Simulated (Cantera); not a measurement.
Ignition delay

Mixture: 32.8 % H₂, 13.7 % O₂, 51.4 % N₂, 2.13 % H₂O, equivalence ratio 1.2, at 72000 Pa, adiabatic and at constant volume. Ignition delay is the time to a rise of 400 K.

Model: the H2/O2 subset of GRI-Mech 3.0, which has no nitrogen chemistry, integrated in Cantera. Below about 950 K walls govern HO2 and H2O2 in real vessels.

```
T0 (K)  delay (ms)
------  ----------
850           1860
925           40.3
1000         0.373
1075         0.150
1150        0.0861
1225        0.0568
1300        0.0408
1375        0.0314
```
